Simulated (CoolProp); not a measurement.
Vapour-liquid equilibrium of carbonyl sulfide (1) + propane (2) at 2.53 MPa; x and y are mole fractions of (1).

Model: multi-fluid Helmholtz-energy mixture model, Lemmon 2006 and Lemmon 2009; pair parameters Bell 2016, in CoolProp.

```
x      bubble temperature (°C)  y at the bubble point  dew temperature at overall composition x (°C)  liquid density (mol/L)
-----  -----------------------  ---------------------  ---------------------------------------------  ----------------------
0.05                      67.9                    [?]                                           68.1                     [?]
0.125                      [?]                  0.146                                           66.9                   9.750
0.2                       65.4                  0.228                                           65.8                   10.08
0.275                     64.3                    [?]                                           64.7                   10.43
0.35                      63.2                  0.386                                           63.7                   10.80
0.425                     62.3                  0.463                                            [?]                   11.18
0.5                        [?]                  0.538                                           61.8                   11.58
0.575                     60.4                  0.612                                           60.9                   12.00
0.65                      59.5                  0.684                                           59.9                   12.44
0.725                     58.6                  0.756                                           59.0                   12.91
0.8                       57.7                  0.825                                           58.0                   13.40
0.875                     56.8                  0.893                                           57.0                   13.91
0.95                      55.8                  0.958                                           55.9                   14.46
```

Problem. Fill in the missing entries.

Solution. 
- 0.05, y at the bubble point: 0.060
- 0.05, liquid density (mol/L): 9.429
- 0.125, bubble temperature (°C): 66.6
- 0.275, y at the bubble point: 0.308
- 0.425, dew temperature at overall composition x (°C): 62.7
- 0.5, bubble temperature (°C): 61.3

No azeotrope shows between x = 0.05 and 0.95.

Pair parameters are fitted to limited data, so mixtures are less certain than the pure fluids.
